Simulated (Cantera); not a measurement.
A perfectly stirred reactor is fed with NO : N2 = 1 : 0.2 (molar parts), at 1.60 bar; it is held at 1400 K, and followed from long to short residence time.

Computed with Cantera and GRI-Mech 3.0 (53 species, 325 reactions).

### Question
Predict: x(NO) at τ = 26.0 s; x(N2) at τ = 26.0 s; x(O2) at τ = 26.0 s; x(NO2) at τ = 26.0 s; x(O) at τ = 26.0 s; x(NO) at τ = 0.170 s; x(N2) at τ = 0.170 s; x(O2) at τ = 0.170 s; x(NO2) at τ = 0.170 s; x(O) at τ = 0.170 s.

### Answer
```json
{
  "x(NO) at τ = 26.0 s": "0.729",
  "x(N2) at τ = 26.0 s": "0.218",
  "x(O2) at τ = 26.0 s": "0.0493",
  "x(NO2) at τ = 26.0 s": "0.00337",
  "x(O) at τ = 26.0 s": "1.74e-7",
  "x(NO) at τ = 0.170 s": "0.832",
  "x(N2) at τ = 0.170 s": "0.167",
  "x(O2) at τ = 0.170 s": "0.000118",
  "x(NO2) at τ = 0.170 s": "0.000487",
  "x(O) at τ = 0.170 s": "2.74e-8"
}
```
